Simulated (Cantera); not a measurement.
# Diamond growth

A diamond (100) surface in a fixed gas of H2 with x(CH4) = 0.0029, x(CH3) = 0.00091, at 1025 K, 36.8 Torr; coverages are run to steady state.

Cantera simulation using the Harris–Goodwin 1993 mechanism for the reconstructed diamond (100) surface; the numbers are that mechanism's predictions, not measurements.

```csv
x(H),growth (µm/h),θ c6HH,θ c6H*,θ c6*H,θ c6**,θ c6HM
0.0001,2.01,0.331,0.00952,0.182,0.00128,0.337
0.00023,4.34,0.335,0.0106,0.204,0.00252,0.318
0.00054,8.49,0.371,0.0125,0.238,0.00443,0.266
0.0013,14.2,0.431,0.0150,0.287,0.00683,0.185
0.0029,19.1,0.487,0.0172,0.329,0.00881,0.112
0.0068,22.8,0.530,0.0189,0.361,0.0103,0.0569
0.016,24.8,0.554,0.0200,0.378,0.0111,0.0263
0.037,25.8,0.565,0.0206,0.387,0.0115,0.0118
0.086,26.4,0.570,0.0213,0.390,0.0117,0.00520
```
θ: site fractions in the mechanism's names (c6HH fully hydrogenated, c6H* and c6*H radical sites, c6** diradical, c6HM methylated).
